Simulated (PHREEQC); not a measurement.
A column of 0.5 m (40 cells, dispersivity 0.04 m, 60 s a shift, diffusion coefficient 3e-10 m²/s) holds 0.12 eq of the database's cation exchanger X per kg of pore water, first in equilibrium with 0.026 mol/kgw MgCl2 and 1e-05 mol/kgw HCl. It is flushed with 0.0017 mol CdCl2, 0.072 mol KBr and 1e-05 mol HCl per kg of water, at 25 °C. Values are for the last cell. The system is closed to CO2. No solid was allowed to form.

The series has 31 steps of pore volumes, from 0 to 6.013.

The numbers come from PHREEQC with the ion-association model, phreeqc.dat.

Q: After how many pore volumes does Br at the outlet first reach half of its feed value?

A: By 1.0 pore volumes.

Q: After how many pore volumes does K at the outlet first reach half of its feed value?

A: By 2.6 pore volumes.

Q: After how many pore volumes does Cd at the outlet first reach half of its feed value?

A: By 1.4 pore volumes.
